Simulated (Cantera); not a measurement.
**Equilibrium for titanium nitride, carbide and oxide coatings: Ti + CH₄ + H₂**

Charge: 1 mol Ti, 0.81 mol CH₄, 360 mol H₂, held at 0.100 bar.

Cantera equilibrium calculation (NASA polynomials, part measured and part estimated; ideal gas, pure solids and liquids). Candidate condensed phases: C, C₆H₆, C₇H₈, C₈H₁₈, Ti, TiC; 77 gas species. Mutual solubility and eutectic melting of coexisting phases are not modelled. TiC: taken at fixed stoichiometry. Condensed phases not in the tables: N, O or C dissolved in the metal. Rates play no part.

From 902 °C to 1602 °C the condensed part is Ti(β) + TiC(s). From 1702 °C to 1802 °C the condensed part is Ti(l) + TiC(s). At 1902 °C the condensed part is TiC(s).

```
T (°C)  log p H₂  log p H  log p Ti  log p CH₄  log p CH₃  n Ti(β)  n TiC(s)  n Ti(l)
------  --------  -------  --------  ---------  ---------  -------  --------  -------
902        -1.00    -7.41      <-13     -11.31       <-13    0.190     0.810        0
1002       -1.00    -6.63    -11.80     -10.97       <-13    0.190     0.810        0
1102       -1.00    -5.97    -10.42     -10.68       <-13    0.190     0.810        0
1202       -1.00    -5.39     -9.24     -10.42       <-13    0.190     0.810        0
1302       -1.00    -4.88     -8.21     -10.20     -12.78    0.190     0.810        0
1402       -1.00    -4.44     -7.30     -10.01     -12.13    0.190     0.810        0
1502       -1.00    -4.04     -6.50      -9.83     -11.57    0.189     0.810        0
1602       -1.00    -3.68     -5.78      -9.68     -11.06    0.184     0.810        0
1702       -1.00    -3.36     -5.15      -9.53     -10.59        0     0.810    0.164
1802       -1.00    -3.08     -4.59      -9.38     -10.16        0     0.810   0.0967
1902       -1.01    -2.81     -4.28      -9.05      -9.58        0     0.810        0
```
log p: log10 of the partial pressure in bar; n: condensed amount in mol.
